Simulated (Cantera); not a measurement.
**Reactions in the system Br-Mg-O**

Source: NASA polynomial tables (part measured, part estimated), evaluated in Cantera. Values are per mole of reaction as written; species without (g) are pure solids or liquids, kept so even where they would boil at 1 bar.

3 Br2(g) + 3 MgO = 3 MgBr2 + O3(g)

```json
[
 {"T (K)": "1448", "ΔH° (kJ)": "473.4", "ΔS° (J/K)": "-19.0", "ΔG° (kJ)": "500.9", "log10 K": "-18.07"},
 {"T (K)": "1473", "ΔH° (kJ)": "475.8", "ΔS° (J/K)": "-17.3", "ΔG° (kJ)": "501.3", "log10 K": "-17.78"},
 {"T (K)": "1498", "ΔH° (kJ)": "478.3", "ΔS° (J/K)": "-15.7", "ΔG° (kJ)": "501.8", "log10 K": "-17.50"},
 {"T (K)": "1523", "ΔH° (kJ)": "480.7", "ΔS° (J/K)": "-14.1", "ΔG° (kJ)": "502.1", "log10 K": "-17.22"},
 {"T (K)": "1548", "ΔH° (kJ)": "483.1", "ΔS° (J/K)": "-12.5", "ΔG° (kJ)": "502.5", "log10 K": "-16.95"},
 {"T (K)": "1573", "ΔH° (kJ)": "485.6", "ΔS° (J/K)": "-10.9", "ΔG° (kJ)": "502.8", "log10 K": "-16.69"},
 {"T (K)": "1598", "ΔH° (kJ)": "488.0", "ΔS° (J/K)": "-9.4", "ΔG° (kJ)": "503.0", "log10 K": "-16.44"}
]
```
